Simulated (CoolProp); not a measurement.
A Linde-Hampson liquefier for oxygen: isothermal reversible compression at 290 K from 1 atm to 25 MPa, throttling to 1 atm, return gas leaving the recuperator 2 K below the feed. Each further row changes one setting.

The numbers come from the reference Helmholtz-energy equation of state, Schmidt 1985 in CoolProp.

```json
[
 {"case": "as stated", "liquid yield per pass": "0.132", "compression work (kJ/kg of gas)": "406"},
 {"case": "high pressure 50 MPa", "liquid yield per pass": "0.174", "compression work (kJ/kg of gas)": "459"},
 {"case": "warm-end temperature 320 K", "liquid yield per pass": "0.099", "compression work (kJ/kg of gas)": "453"},
 {"case": "warm-end gap 7 K", "liquid yield per pass": "0.121", "compression work (kJ/kg of gas)": "406"}
]
```

Above 300 K oxygen's equation is extrapolated.
